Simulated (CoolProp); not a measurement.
n-decane at 560.43 K and 2.36 MPa flows at 1.5 m/s in a round tube of 20 mm bore and 0.25 µm roughness, fully developed (64/Re and Nu = 3.66 if laminar; Colebrook and Gnielinski if turbulent). Each further row changes one setting.

Model: reference Helmholtz-energy equation of state, Lemmon 2006, in CoolProp. It is a short technical equation, of lower accuracy than the large ones.

| case | Reynolds number | Darcy friction factor | pressure drop (Pa/m) | heat-transfer coefficient (W/(m² K)) | mass flow (kg/h) |
|---|---|---|---|---|---|
| as stated | 151000 | 0.0166 | 455 | ? | 826 |
| velocity 3 m/s | 303000 | ? | 1600 | ? | 1650 |
| diameter 40 mm | 303000 | 0.0145 | ? | ? | 3300 |

Question: Fill in the missing entries.

Answer: 
- as stated, heat-transfer coefficient (W/(m² K)): 2640
- velocity 3 m/s, Darcy friction factor: 0.0146
- velocity 3 m/s, heat-transfer coefficient (W/(m² K)): 4800
- diameter 40 mm, pressure drop (Pa/m): 199
- diameter 40 mm, heat-transfer coefficient (W/(m² K)): 2390

Viscosity comes from a separate model (Huber 2004). Thermal conductivity comes from a separate model (Huber 2005).
